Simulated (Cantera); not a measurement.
A perfectly stirred reactor is fed with NO : N₂ = 1 : 1.5 (molar parts), at 0.0263 atm; it is held at 1900 K, and followed from long to short residence time.

Computed with Cantera and GRI-Mech 3.0 (53 species, 325 reactions). Radical loss at walls, strong at low pressure, is not modelled.

**Question.** What does this change do: N2 1.5 to 0.41 parts?

**Answer.** 
```json
[
 {"quantity": "x(NO) at τ = 11.0 s", "before": "0.304", "after": "0.480"},
 {"quantity": "x(N₂O) at τ = 11.0 s", "before": "3.06e-5", "after": "6.80e-5"},
 {"quantity": "x(N₂) at τ = 11.0 s", "before": "0.648", "after": "0.405"},
 {"quantity": "x(O₂) at τ = 11.0 s", "before": "0.0477", "after": "0.114"},
 {"quantity": "x(O) at τ = 11.0 s", "before": "0.000439", "after": "0.000666"},
 {"quantity": "x(NO) at τ = 50.0 ms", "before": "0.400", "after": "0.708"},
 {"quantity": "x(N₂O) at τ = 50.0 ms", "before": "4.18e-5", "after": "0.000127"},
 {"quantity": "x(N₂) at τ = 50.0 ms", "before": "0.600", "after": "0.291"},
 {"quantity": "x(O₂) at τ = 50.0 ms", "before": "8.53e-5", "after": "0.000336"},
 {"quantity": "x(O) at τ = 50.0 ms", "before": "9.83e-5", "after": "0.000178"}
]
```

**Question.** What does this change do: pressure from 0.0263 atm to 1.78 atm?

**Answer.** 
| quantity | before | after |
|---|---|---|
| x(NO) at τ = 11.0 s | 0.304 | 0.0773 |
| x(N₂O) at τ = 11.0 s | 3.06e-5 | 3.00e-6 |
| x(N₂) at τ = 11.0 s | 0.648 | 0.761 |
| x(O₂) at τ = 11.0 s | 0.0477 | 0.161 |
| x(O) at τ = 11.0 s | 0.000439 | 9.02e-5 |
| x(NO) at τ = 50.0 ms | 0.400 | 0.384 |
| x(N₂O) at τ = 50.0 ms | 4.18e-5 | 6.78e-5 |
| x(N₂) at τ = 50.0 ms | 0.600 | 0.608 |
| x(O₂) at τ = 50.0 ms | 8.53e-5 | 0.00776 |
| x(O) at τ = 50.0 ms | 9.83e-5 | 2.64e-5 |

**Question.** What does this change do: temperature 1900 to 1725 K?

**Answer.** 
```
quantity                 before    after
---------------------  --------  -------
x(NO) at τ = 11.0 s       0.304    0.387
x(N₂O) at τ = 11.0 s    3.06e-5  5.27e-5
x(N₂) at τ = 11.0 s       0.648    0.606
x(O₂) at τ = 11.0 s      0.0477  0.00636
x(O) at τ = 11.0 s     0.000439  4.16e-5
x(NO) at τ = 50.0 ms      0.400    0.400
x(N₂O) at τ = 50.0 ms   4.18e-5  1.74e-5
x(N₂) at τ = 50.0 ms      0.600    0.600
x(O₂) at τ = 50.0 ms    8.53e-5  6.98e-6
x(O) at τ = 50.0 ms     9.83e-5  1.37e-5
```
